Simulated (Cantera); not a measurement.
Input: 1 mol HBr, 0.17 mol H₂, 2.9 mol N₂, held at 10000 Pa.

These are equilibrium values from Cantera (NASA tables, ideal gas, pure condensed phases), not measurements of a reactor. Candidate condensed phases: Br₂; 12 gas species. Equilibrium is a limit: real reactors are often held back by kinetics, nucleation or transport.

log p: log10 of the partial pressure in bar; nothing condenses.

```tsv
T (°C)	log p N₂	log p HBr	log p Br	log p H₂	log p H
1000	-1.15	-1.61	-4.13	-2.38	[?]
1075	-1.15	-1.61	-3.78	-2.37	[?]
1150	-1.15	-1.62	-3.48	-2.36	[?]
1225	-1.15	-1.62	-3.21	-2.35	[?]
1300	-1.15	-1.63	-2.97	-2.33	[?]
1375	-1.15	-1.65	-2.76	-2.30	[?]
1450	-1.15	-1.66	-2.59	-2.27	[?]
1525	-1.16	-1.69	-2.44	-2.23	[?]
1600	-1.16	-1.72	-2.31	-2.19	[?]
1675	-1.16	-1.76	-2.20	-2.14	[?]
1750	-1.16	-1.80	-2.11	-2.11	[?]
1825	-1.17	-1.85	-2.03	-2.07	[?]
```

What belongs in the gaps?


- 1000, log p H: -7.33
- 1075, log p H: -6.82
- 1150, log p H: -6.36
- 1225, log p H: -5.94
- 1300, log p H: -5.56
- 1375, log p H: -5.20
- 1450, log p H: -4.87
- 1525, log p H: -4.57
- 1600, log p H: -4.28
- 1675, log p H: -4.02
- 1750, log p H: -3.77
- 1825, log p H: -3.55
